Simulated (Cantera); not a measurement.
A Cantera script and its output.

```python
import numpy as np
import cantera as ct

gas = ct.Solution("gri30.yaml")
gas.TPX = 1373, 2666, {'C2H6': 1, 'H2': 24}
reactor = ct.IdealGasConstPressureReactor(gas, energy="off", clone=False)
net = ct.ReactorNet([reactor])
net.rtol, net.atol = 1e-08, 1e-18
show = ['C2H6', 'H2', 'C2H2', 'CH4', 'C2H', 'CH3']
times = np.geomspace(0.0001, 20, 14)

steps = ct.SolutionArray(gas, extra=["t"])
rows = []
print(f"{'t/s':>10s}{'T/K':>9s}{'P/Pa':>11s}" + "".join(f"{s:>11s}" for s in show))
for t in times:
    while net.time < t:
        t_next = net.step()
        steps.append(gas.state, t=t_next)
    rows.append([np.interp(t, steps.t, y) for y in (steps.T, steps.P, *steps(*show).X.T)])
    print(f"{t:10.3e}{rows[-1][0]:9.1f}{rows[-1][1]:11.4g}" + "".join(f"{x:11.3e}" for x in rows[-1][2:]))
rate = np.gradient(steps.T, steps.t)
print("integrator steps:", len(steps.t))
if steps.T.max() > steps.T[0] + 200:
    print(f"time of steepest temperature rise: {steps.t[rate.argmax()]:.4e} s")
gas.TPX = 1373, 2666, {'C2H6': 1, 'H2': 24}
gas.equilibrate("TP")
print(f"equilibrium (TP): T = {gas.T:.1f} K  " + "  ".join(f"{s} {gas[s].X[0]:.3e}" for s in show))
```

Output:

```
       t/s      T/K       P/Pa       C2H6         H2       C2H2        CH4        C2H        CH3
 1.000e-04   1373.0       2666  3.988e-02  9.599e-01  7.565e-10  5.834e-05  1.512e-17  5.395e-05
 2.557e-04   1373.0       2666  3.938e-02  9.598e-01  8.617e-08  2.533e-04  5.013e-15  9.402e-05
 6.539e-04   1373.0       2666  3.670e-02  9.591e-01  4.507e-06  1.464e-03  6.113e-13  2.733e-04
 1.672e-03   1373.0       2666  2.525e-02  9.550e-01  1.251e-04  9.569e-03  3.468e-11  6.594e-04
 4.276e-03   1373.0       2666  5.041e-03  9.455e-01  1.503e-03  2.929e-02  5.891e-10  4.994e-04
 1.094e-02   1373.0       2666  2.713e-04  9.437e-01  4.563e-03  3.413e-02  7.990e-10  1.535e-04
 2.797e-02   1373.0       2666  2.732e-05  9.439e-01  7.076e-03  3.431e-02  4.566e-10  5.555e-05
 7.152e-02   1373.0       2666  8.860e-06  9.440e-01  9.255e-03  3.428e-02  2.569e-10  2.384e-05
 1.829e-01   1373.0       2666  5.056e-06  9.442e-01  1.162e-02  3.423e-02  1.870e-10  1.380e-05
 4.677e-01   1373.0       2666  3.207e-06  9.444e-01  1.486e-02  3.414e-02  2.044e-10  1.176e-05
 1.196e+00   1373.0       2666  1.700e-06  9.446e-01  1.875e-02  3.402e-02  2.622e-10  1.191e-05
 3.058e+00   1373.0       2666  9.931e-07  9.447e-01  2.064e-02  3.391e-02  2.955e-10  1.215e-05
 7.821e+00   1373.0       2666  9.442e-07  9.448e-01  2.083e-02  3.372e-02  2.993e-10  1.213e-05
 2.000e+01   1373.0       2666  9.303e-07  9.451e-01  2.104e-02  3.327e-02  3.032e-10  1.200e-05
integrator steps: 1009
equilibrium (TP): T = 1373.0 K  C2H6 5.248e-07  H2 9.543e-01  C2H2 2.884e-02  CH4 1.598e-02  C2H 4.822e-10  CH3 6.690e-06
```

Model: GRI-Mech 3.0 (53 species, 325 reactions), integrated in Cantera. GRI-Mech 3.0 stops at C3 and has no aromatics, soot or wall deposition, so with more carbon than oxygen in the feed, carbon stays in small species such as C2H2 where larger ones or solid carbon would form. Radical loss at walls, strong at low pressure, is not modelled.
